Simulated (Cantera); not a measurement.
Input: 1 mol AlN, a varied amount of HCl, 9.8 mol H₂, equilibrated at 10000 Pa.

Method: chemical equilibrium by Gibbs-energy minimisation in Cantera with the NASA 1993 tables (ideal gas, pure condensed phases). Candidate condensed phases: Al, AlCl₃, AlN, NH₄Cl; 20 gas species. The tables' values for AlCl₂ are old estimates. Rates play no part.

Q: What condenses at these points (T in K, n(HCl) in mol): (973, 3.2); (1673, 1.9); (2073, 3.2); (1273, 3.2); (973, 9)?

A: 
```tsv
T (K)	n(HCl) in mol	condensed phases	Al condensed (%)
973	3.2	AlN	31.0
1673	1.9	AlN	23.2
2073	3.2	gas only	0.0
1273	3.2	AlN	27.0
973	9	gas only	0.0
```
